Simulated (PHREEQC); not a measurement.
A PHREEQC speciation (ion-association model, phreeqc.dat) at 20 °C gives pH 1.78 and these molalities:

```json
[
 {"species": "H+", "mol/kgw": "0.0188"},
 {"species": "SiF6-2", "mol/kgw": "0.00928"},
 {"species": "HF", "mol/kgw": "0.00413"},
 {"species": "H4SiO4", "mol/kgw": "0.000725"},
 {"species": "F-", "mol/kgw": "0.000217"},
 {"species": "HF2-", "mol/kgw": "3.29e-6"}
]
```

Question: What are the element totals, and what could have been dissolved in 1 kg of water to give them?

Answer: This is not unique; one that fits is totals F 0.0600, Si 0.0100 mol/kgw, from 10 mmol/kgw H2SiF6.

This is a speciation only: nothing precipitates in the calculation. The solution is supersaturated, for example in Quartz (slow to form), Chalcedony (slow to form), so a real one may precipitate; this is no full list. SiF6-2 is the database's only silicon fluoride.
